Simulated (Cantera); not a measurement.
Input (Python, Cantera) and output of one run.

```python
import numpy as np
import cantera as ct

gas_names = """
    C CH CH2 CH3 CH2OH CH3O CH4 CH3OH CO CO2 COOH C2 C2H CHCO,ketyl C2H2,acetylene C2H2,vinylidene
    CH2CO,ketene C2H3,vinyl CH3CO,acetyl C2H4 C2H4O,ethylen CH3CHO,ethanal CH3COOH (HCOOH)2 C2H5 C2H6
    CH3OCH3 C2H5OH C2O C3 C3H3,propargyl C3H4,allene C3H4,propyne C3H4,cyclo- C3H5,allyl C3H6,propylene
    C3H6,cyclo- C3H6O C3H7,n-propyl C3H7,i-propyl C3H8 C3H8O,1propanol C3H8O,2propanol C3O2 C4 C4H2
    C4H4,1,3-cyclo- C4H6,butadiene C4H6,2-butyne C4H6,cyclo- C4H8,1-butene C4H8,cis2-buten
    C4H8,tr2-butene C4H8,isobutene C4H8,cyclo- (CH3COOH)2 C4H9,n-butyl C4H9,i-butyl C4H9,s-butyl
    C4H9,t-butyl C4H10,isobutane C4H10,n-butane C5 C5H6,1,3cyclo- C5H8,cyclo- C5H10,1-pentene
    C5H10,cyclo- C5H11,pentyl C5H11,t-pentyl C5H12,n-pentane C5H12,i-pentane CH3C(CH3)2CH3 C6H2
    C6H5,phenyl C6H5O,phenoxy C6H6 C6H5OH,phenol C6H10,cyclo- C6H12,1-hexene C6H12,cyclo- C6H13,n-hexyl
    C7H7,benzyl C7H8 C7H8O,cresol C7H14,1-heptene C7H15,n-heptyl C7H16,n-heptane C8H8,styrene
    C8H10,ethylbenz C8H16,1-octene C8H17,n-octyl C8H18,isooctane C8H18,n-octane C9H19,n-nonyl
    C10H8,naphthale C10H21,n-decyl C12H9,o-bipheny C12H10,bipheny H HCO HO2 H2 HCHO,formaldehy HCOOH H2O
    H2O2 O OH O2 O3 Si SiC SiC2 SiC4H12 SiH SiH2 SiH3 SiH4 SiO SiO2 Si2 Si2C Si3
""".split()
cond_names = """
    C(gr) C6H6(L) C7H8(L) C8H18(L),n-octa H2O(s) H2O(L) Si(cr) Si(L) SiC(b) SiO2(Lqz) SiO2(hqz) SiO2(L)
""".split()


def load(file, names, dense=False):
    # The tables refer to 1 bar. Condensed volumes are neglected.
    table = {s.name: s for s in ct.Species.list_from_file(file)}
    out = []
    for n in names:
        d = dict(table[n].input_data)
        d["thermo"] = dict(d["thermo"], **{"reference-pressure": 1e5})
        if dense:
            d["equation-of-state"] = {"model": "constant-volume", "density": "1e6 g/cm^3"}
        out.append(ct.Species.from_dict(d))
    return out


gas = ct.Solution(thermo="ideal-gas", species=load("nasa_gas.yaml", gas_names))
cond = {s.name: ct.Solution(thermo="fixed-stoichiometry", species=[s], name=s.name)
        for s in load("nasa_condensed.yaml", cond_names, dense=True)}
atoms = {
    'SiO2': {'Si': 1, 'O': 2},
    'C': {'C': 1},
    'CO': {'C': 1, 'O': 1},
    'CH4': {'C': 1, 'H': 4},
}
top_T = {'C(gr)': 4500, 'SiC(b)': 3050}  # K; cautious upper limits of use, not melting points


def equilibrate(T, P, feed):
    n = {}
    for name, mol in feed.items():
        for a, k in atoms[name].items():
            n[a] = n.get(a, 0.0) + k * mol
    gas.TPX = T, P, n
    mass = sum(n.values()) * gas.mean_molecular_weight
    gas.equilibrate("TP")
    valid = [c for c in cond.values() if c.min_temp <= T <= top_T.get(c.name, c.max_temp)]
    mix = ct.Mixture([(gas, mass / gas.mean_molecular_weight)] + [(c, 0.0) for c in valid])
    mix.T, mix.P = T, P
    mix.equilibrate("TP", solver="vcs", rtol=1e-11, max_steps=5000)
    return mix


results = []
feed = {'SiO2': 1, 'C': 1.4, 'CO': 0.65, 'CH4': 0.83}  # mol
P = 133.322  # Pa
for T in [1100, 1200, 1300, 1400, 1500, 1600, 1700, 1800, 1900, 2000, 2100, 2200]:
    mix = equilibrate(T, P, feed)
    results.append((T, P, feed, dict(zip(mix.species_names, mix.species_moles))))

top = {s: max(r[3][s] / sum(r[3][g] for g in gas_names) for r in results) for s in gas_names}
cols = sorted((s for s in top if top[s] > 1e-05), key=lambda s: -top[s])[:9]
seen = [c for c in cond_names if any(r[3].get(c, 0) > 1e-12 for r in results)]
print("log10 of partial pressures in bar; condensed amounts in mol")
print(f"{'T/K':>10s}" + "".join(f"{s[:9]:>10s}" for s in cols + seen))
for T, P, feed, n in results:
    ng = sum(n[g] for g in gas_names)
    print(f"{T:10.4g}" + "".join(f"{np.log10(max(n[s] / ng * P / 1e5, 1e-99)):10.3f}" for s in cols)
          + "".join(f"{n.get(c, 0):10.4g}" for c in seen))
```

Result:

```
log10 of partial pressures in bar; condensed amounts in mol
       T/K        H2        CO       SiO         H        Si      Si2C      SiC2       SiH       Si2     C(gr)    SiC(b) SiO2(hqz)
      1100    -3.019    -3.426   -11.204    -9.097   -20.760   -29.547   -25.568   -20.790   -32.493      2.23         0         1
      1200    -3.019    -3.426    -8.495    -8.214   -16.307   -22.100   -20.471   -16.640   -24.820      2.23         0         1
      1300    -3.110    -3.254    -6.383    -7.511   -12.892   -16.505   -16.512   -13.528   -19.033     1.416    0.2709    0.7282
      1400    -3.238    -3.127    -5.049    -6.932   -10.913   -14.098   -15.051   -11.834   -15.968         0    0.7348    0.2395
      1500    -3.290    -3.155    -3.924    -6.399    -9.146   -11.963   -13.842   -10.285   -13.208         0     0.615         0
      1600    -3.290    -3.155    -3.924    -5.910    -8.105   -10.604   -12.283    -9.412   -11.803         0     0.615         0
      1700    -3.291    -3.155    -3.925    -5.477    -7.188    -9.408   -10.912    -8.644   -10.566         0    0.6149         0
      1800    -3.294    -3.156    -3.926    -5.093    -6.374    -8.348    -9.695    -7.964    -9.469         0    0.6143         0
      1900    -3.301    -3.157    -3.932    -4.751    -5.648    -7.404    -8.608    -7.360    -8.492         0     0.611         0
      2000    -3.315    -3.161    -3.953    -4.446    -5.003    -6.565    -7.624    -6.829    -7.629         0    0.5967         0
      2100    -3.344    -3.166    -4.027    -4.179    -4.446    -5.834    -6.711    -6.384    -6.902         0    0.5439         0
      2200    -3.403    -3.176    -4.262    -3.951    -4.022    -5.253    -5.801    -6.077    -6.406         0    0.3972         0
```

Equilibrium computed with Cantera from the NASA thermochemical tables; the gas is ideal and each condensed phase is pure. Mutual solubility and eutectic melting of coexisting phases are not modelled. The tables hold silica as quartz up to 1696 K and as liquid above; real silica turns to tridymite and cristobalite and melts near 1996 K. Gases not in the tables: Si2H6 and higher silanes.
